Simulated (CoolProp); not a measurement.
Saturated liquid density (kg/m³) of CHF3 (R23): the reference equation beside estimates from Tc = 26.1 °C, pc = 48.32 bar, ω = 0.263.

Values from CoolProp's reference Helmholtz-energy equation of state, Penoncello 2003.

```tsv
T (°C)	reference	van der Waals	Redlich-Kwong	Soave-Redlich-Kwong
-123.05	1594	890.5	1322	…
-119.65	1582	884.8	1313	1343
-116.35	1571	879.2	…	1335
-113.05	1559	873.5	…	1326
-109.75	1547	867.7	1284	1318
-106.45	1536	861.8	1274	1309
-103.15	1524	855.8	1264	1300
-99.85	1512	…	1254	1291
-96.55	1500	843.6	…	1281
-93.25	1488	837.4	1232	1272
-89.95	…	831.0	1221	1262
-86.65	…	824.5	1210	1252
-83.35	1451	817.9	1199	…
-80.05	1438	811.2	1187	1230
```

Q: Fill in the missing entries.

A: 
- -123.05, Soave-Redlich-Kwong: 1351
- -116.35, Redlich-Kwong: 1303
- -113.05, Redlich-Kwong: 1294
- -99.85, van der Waals: 849.8
- -96.55, Redlich-Kwong: 1243
- -89.95, reference: 1475
- -86.65, reference: 1463
- -83.35, Soave-Redlich-Kwong: 1241

Absolute difference from the reference over all 14 rows, mean and median: van der Waals 43.8 and 43.8 %, Redlich-Kwong 17.1 and 17.1 %, Soave-Redlich-Kwong 14.7 and 14.7 %.
